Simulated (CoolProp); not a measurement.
Vapour-liquid equilibrium of CH3F (R41) (1) + chloromethane (R40) (2) at 251 K; x and y are mole fractions of (1).

Model: multi-fluid Helmholtz-energy mixture model, Lemmon 2006 and Thol 2014; pair parameters Bell 2016, in CoolProp.

| x | bubble pressure, mixture model (bar) | bubble pressure, Raoult's law (bar) | y, mixture model | y, Raoult's law |
|---|---|---|---|---|
| 0.05 | 1.613 | 1.573 | … | 0.338 |
| 0.15 | … | 2.526 | 0.628 | 0.631 |
| 0.25 | … | 3.480 | 0.753 | 0.764 |
| 0.35 | … | 4.433 | 0.824 | 0.839 |
| 0.45 | 5.554 | 5.387 | 0.870 | 0.888 |
| 0.55 | 6.457 | 6.340 | … | 0.922 |
| 0.65 | … | 7.293 | 0.929 | 0.947 |
| 0.75 | 8.226 | 8.247 | 0.951 | 0.967 |
| 0.85 | 9.137 | 9.200 | … | 0.982 |
| 0.95 | … | 10.15 | 0.990 | 0.995 |

Task: Complete the blanks.

Result: 
- 0.05, y, mixture model: 0.342
- 0.15, bubble pressure, mixture model (bar): 2.641
- 0.25, bubble pressure, mixture model (bar): 3.647
- 0.35, bubble pressure, mixture model (bar): 4.619
- 0.55, y, mixture model: 0.903
- 0.65, bubble pressure, mixture model (bar): 7.341
- 0.85, y, mixture model: 0.971
- 0.95, bubble pressure, mixture model (bar): 10.11

The largest gap from Raoult's law is +4.8 % in bubble pressure, at x = 0.25. No azeotrope shows between x = 0.05 and 0.95.

The pair parameters rest on a limited set of measurements; away from them the model extrapolates. The gap from Raoult's law changes sign with composition, which may be real or a fault of the pair parameters; it wasn't checked against measurements.
